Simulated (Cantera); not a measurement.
Mixture: 27.6 % H2, 15.2 % O2, 57.2 % N2, at 5.70 bar, adiabatic and at constant pressure. Ignition delay is the time to a rise of 400 K.

Cantera simulation using the H2/O2 subset of GRI-Mech 3.0, which has no nitrogen chemistry; the numbers are that mechanism's predictions, not measurements. The hydrogen kinetics of GRI-Mech 3.0 are dated; newer H2 mechanisms differ, most at raised pressure.

At T0 = 1598 K, what is the delay, and which 7 reactions control it most (d ln τ / d ln k, from doubling and halving each rate constant)?

The delay is 1.91 µs.
```json
[
 {"reaction": "H + O2 <=> O + OH", "d ln τ / d ln k": "-0.59", "faster rate": "shortens it"},
 {"reaction": "H2 + O <=> H + OH", "d ln τ / d ln k": "-0.15", "faster rate": "shortens it"},
 {"reaction": "H2 + OH <=> H + H2O", "d ln τ / d ln k": "-0.10", "faster rate": "shortens it"},
 {"reaction": "H + HO2 <=> H2 + O2", "d ln τ / d ln k": "-0.06", "faster rate": "shortens it"},
 {"reaction": "H + O2 + H2O <=> HO2 + H2O", "d ln τ / d ln k": "-0.05", "faster rate": "shortens it"},
 {"reaction": "H + OH + M <=> H2O + M", "d ln τ / d ln k": "-0.02", "faster rate": "shortens it"},
 {"reaction": "H + HO2 <=> 2 OH", "d ln τ / d ln k": "-0.01", "faster rate": "shortens it"}
]
```
